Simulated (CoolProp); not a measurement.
Values from CoolProp's reference Helmholtz-energy equation of state, Schmidt 1985.

Problem. Give the vapour pressure (MPa), liquid density (kg/m³), enthalpy of vaporisation (kJ/kg), vapour Z of saturated oxygen at -173.05, -155.55, -149.75 °C.

Solution. 
```tsv
T (°C)	p (MPa)	liquid density (kg/m³)	enthalpy of vaporisation (kJ/kg)	vapour Z
-173.05	0.256	1090	202	0.937
-155.55	0.887	989	178	0.850
-149.75	1.24	951	167	0.810
```
